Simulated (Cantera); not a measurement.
## Equilibrium for oxide etching and cleaning by halides: SiO₂ + HF

Charge: 1 mol SiO₂, 1.7 mol HF, equilibrated at 1675 K and 0.100 bar.

Method: chemical equilibrium by Gibbs-energy minimisation in Cantera with the NASA 1993 tables (ideal gas, pure condensed phases). Candidate condensed phases: H₂O, Si, SiO₂; 38 gas species. The tables' values for SiF₃ are old estimates; treat these amounts as uncertain. The tables hold silica as quartz up to 1696 K and as liquid above; real silica turns to tridymite and cristobalite and melts near 1996 K. Gases not in the tables: Si(OH)₄. Rates play no part.

```yaml
x(HF): 0.810
x(H₂O): 0.126
x(SiF₄): 0.0631
x(H₂): 0.000438
x(O₂): 0.000196
x(OH): 0.000107
x(SiF₃): 1.34e-5
x(H): 7.68e-6
x(O): 1.51e-6
n(SiO₂(β-quartz)): 0.899 mol
gas_amount: 1.599 mol
log10 activity of Si(s) (absent): -14.42
```
